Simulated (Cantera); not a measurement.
Gas mixture: 42.3 % C2H4, 31.3 % C2H6, 4.52 % CH3OH, 21.9 % CO, at 20.0 Torr, frozen composition.

Cantera's kinetic-theory transport with the Lennard-Jones parameters of GRI-Mech 3.0, ideal gas; thermal conductivity in the multicomponent form. Polar gases are described roughly by these parameters. The composition is frozen, though it would react at the higher temperatures.

One state of this run: ρ (kg/m³) = 0.00925; cp (J/kg/K) = 3103; μ (µPa s) = 29.8; λ (mW/m/K) = 120; Pr = 0.769; D (cm²/s) OH = 76.8; D (cm²/s) H2O = 63.1; D (cm²/s) H2 = 186. D: mixture-averaged diffusion coefficient of that species in the mixture.

Task: Which value of T (K) does it belong to?
(A) 400
(B) 1400
(C) 1000
(D) 1200

Result: C, 1000
